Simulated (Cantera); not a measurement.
A closed system holds: 1 mol Si, 0.65 mol Cl2, 4.3 mol H2, at 0.500 bar.

Method: chemical equilibrium by Gibbs-energy minimisation in Cantera with the NASA 1993 tables (ideal gas, pure condensed phases). Candidate condensed phases: Si; 19 gas species. The numbers say what is thermodynamically allowed, not how fast it happens.

Over these rows the condensed part is Si(s). Partial pressures as log10 of bar:

| T (K) | 1000/T (1/K) | log p SiCl2 | log p H2 | log p SiCl4 | log p SiHCl3 |
|---|---|---|---|---|---|
| 823 | 1.2151 | -5.70 | -0.34 | -1.62 | -1.84 |
| 898 | 1.1136 | -4.85 | -0.34 | -1.62 | -1.85 |
| 973 | 1.0277 | -4.15 | -0.34 | -1.63 | -1.87 |
| 1048 | 0.9542 | -3.55 | -0.34 | -1.65 | -1.90 |
| 1123 | 0.8905 | ? | -0.35 | -1.68 | -1.93 |
| 1198 | 0.8347 | -2.62 | -0.35 | -1.73 | -1.99 |

Problem. Fit log p(SiCl2) = a + b·(1000/T) to the five rows, give the apparent enthalpy, and predict the row at 1123 K.

Solution. Means: 1000/T = 1.0291, log p = -4.174. Sxy = -0.689827, Sxx = 0.0851396, so b = -8.10 and a = -4.174 − (-8.10)×1.0291 = 4.16.
Apparent enthalpy: −19.145 × (-8.10) = 155 kJ/mol. With the condensed phases at unit activity, 1/2 Si(s) + 1/2 SiCl4(g) = SiCl2(g) links this pressure to the main gases: over the six rows their terms move log p by -0.05 in all, so the slope is close to that reaction's ΔH°. The five rows lie within 0.02 of the line.
Prediction at 1123 K: 4.16 + (-8.10)×0.8905 = -3.05. The computed value is -3.04, 0.01 from the line.
